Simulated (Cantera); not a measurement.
A Cantera script and what it prints.

```python
import numpy as np
import cantera as ct

gas_names = """
    AL ALH ALN ALO ALOH ALO2 ALO2H AL2 AL2O AL2O2 H HALO HNO HNO2 HNO3 HO2 H2 H2O H2O2 N NH NH2 NH3
    NH2OH NO NO2 NO3 N2 N2H2 N2H4 N2O O OH O2 O3
""".split()
cond_names = """
    AL(cr) AL(L) ALN(s) AL2O3(a) AL2O3(L) H2O(s) H2O(L)
""".split()


# ... load() reads the species with a 1 bar reference pressure and builds the phases ...
atoms = {
    'AlN': {'AL': 1, 'N': 1},
    'O2': {'O': 2},
    'H2': {'H': 2},
}
top_T = {'ALN(s)': 2750}  # K; cautious upper limits of use, not melting points


# ... equilibrate(T, P, feed) seeds the gas with the atoms and calls Mixture.equilibrate('TP', solver="vcs", rtol=1e-11, max_steps=5000) ...
results = []
feed = {'AlN': 1, 'O2': 0.46, 'H2': 0.59}  # mol
P = 1700  # Pa
for T in [1123, 1223, 1323, 1423, 1523, 1623, 1723, 1823, 1923, 2023]:
    mix = equilibrate(T, P, feed)
    results.append((T, P, feed, dict(zip(mix.species_names, mix.species_moles))))

top = {s: max(r[3][s] / sum(r[3][g] for g in gas_names) for r in results) for s in gas_names}
cols = sorted((s for s in top if top[s] > 0.001), key=lambda s: -top[s])[:9]
seen = [c for c in cond_names if any(r[3].get(c, 0) > 1e-12 for r in results)]
print("log10 of partial pressures in bar; condensed amounts in mol")
print(f"{'T/K':>10s}" + "".join(f"{s[:9]:>10s}" for s in cols + seen))
for T, P, feed, n in results:
    ng = sum(n[g] for g in gas_names)
    print(f"{T:10.4g}" + "".join(f"{np.log10(max(n[s] / ng * P / 1e5, 1e-99)):10.3f}" for s in cols)
          + "".join(f"{n.get(c, 0):10.4g}" for c in seen))
```

Output:

```
log10 of partial pressures in bar; condensed amounts in mol
       T/K        H2        N2      AL2O        AL         H    ALN(s)  AL2O3(a)
      1123    -1.951    -2.236   -20.219   -16.567    -8.346    0.3867    0.3067
      1223    -1.951    -2.236   -17.093   -14.129    -7.498    0.3867    0.3067
      1323    -1.951    -2.236   -14.447   -12.064    -6.775    0.3867    0.3067
      1423    -1.951    -2.236   -12.181   -10.292    -6.153    0.3867    0.3067
      1523    -1.951    -2.236   -10.219    -8.756    -5.612    0.3867    0.3067
      1623    -1.952    -2.236    -8.504    -7.412    -5.136    0.3867    0.3067
      1723    -1.952    -2.236    -6.993    -6.226    -4.715    0.3866    0.3067
      1823    -1.953    -2.236    -5.652    -5.172    -4.340    0.3861    0.3066
      1923    -1.958    -2.237    -4.455    -4.230    -4.005    0.3809     0.306
      2023    -1.994    -2.235    -3.381    -3.383    -3.718    0.3302    0.2986
```

These are equilibrium values from Cantera (NASA tables, ideal gas, pure condensed phases), not measurements of a reactor. Mutual solubility and eutectic melting of coexisting phases are not modelled. The tables' values for AlOH are old estimates; treat these amounts as uncertain. Condensed phases not in the tables: aluminium oxynitride.
